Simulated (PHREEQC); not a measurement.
1 kg of water holding 0.11 mol/kgw NaCl, 0.0047 mol/kgw KCl, 0.29 mol/kgw MgCl2 and 0.019 mol/kgw CaCl2 is evaporated at 60 °C; the solids stay in contact with the brine. No CO2 enters from the air. Solids allowed: Bischofite, Brucite, Carnallite, Halite, Portlandite, Sylvite, MgCl2_4H2O. Others were left out.

The series has 16 steps of water left (kg), from 1 to 0.05275.

All values are PHREEQC results (Pitzer model, pitzer.dat), not measurements.

### Question
Which solids form, in which order, and at which step of the series does each first stand?

### Answer
Halite from water left = 0.07809 kg.

Complexes and solids missing from the database can't appear. Constants without temperature data keep their 25 °C values here.
